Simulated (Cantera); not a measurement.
# Nitride etching: BN + HF + H₂

Input: 1 mol BN, 18 mol HF, 9.5 mol H₂, held at 850 K and 0.0133 bar.

Equilibrium computed with Cantera from the NASA thermochemical tables; the gas is ideal and each condensed phase is pure. Candidate condensed phases: B, BN; 31 gas species. Rates play no part.

```
Item                                 Value
-------------------------------  ---------
x(HF)                                0.545
x(H₂)                                0.400
x(BF₃)                              0.0364
x(N₂)                               0.0182
gas amount                       27.50 mol
log10 activity of B(s) (absent)     -15.82
```
